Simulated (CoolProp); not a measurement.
Vapour-liquid equilibrium of ethanol (1) + p-xylene (2) at 452 K; x and y are mole fractions of (1).

The numbers come from the multi-fluid Helmholtz-energy mixture model, Schroeder 2014 and Zhou 2012; pair parameters Bell 2016 in CoolProp.

```tsv
x	bubble pressure (bar)	y at the bubble point	dew pressure at overall composition x (bar)	liquid density (mol/L)
0.05	5.127	0.467	2.828	6.831
0.125	7.784	0.648	3.082	7.049
0.2	9.573	0.716	3.382	7.289
0.275	10.82	0.752	3.742	7.553
0.35	11.77	0.777	4.186	7.849
0.425	12.56	0.797	4.744	8.181
0.5	13.30	0.817	5.470	8.557
0.575	14.06	0.837	6.450	8.986
0.65	14.85	0.859	7.835	9.478
0.725	15.70	0.884	9.871	10.05
0.8	16.61	0.913	12.66	10.70
0.875	17.59	0.944	15.39	11.46
0.95	18.62	0.977	17.78	12.35
```

No azeotrope shows between x = 0.05 and 0.95.

The pair parameters rest on a limited set of measurements; away from them the model extrapolates. With so large a gap from Raoult's law the liquid may split in two, which this calculation doesn't test in full.
